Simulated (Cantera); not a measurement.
A freely propagating, adiabatic, planar premixed flame of CH4 : C2H6 : O2 : N2 = 1 : 0.2 : 2.08 : 7.81 (molar parts), equivalence ratio 1.3, unburnt at 375 K and 0.133 bar; mixture-averaged transport, grid criteria slope 0.08 and curve 0.16, no radiation.

Model: GRI-Mech 3.0 (53 species, 325 reactions), integrated in Cantera. Burning velocities carry a grid error of a few per cent, more on coarse grids.

Task: Predict: laminar burning velocity; thermal thickness.

Result: 
```json
{
  "laminar_burning_velocity": "66.2 cm/s",
  "thermal_thickness": "2.48 mm"
}
```
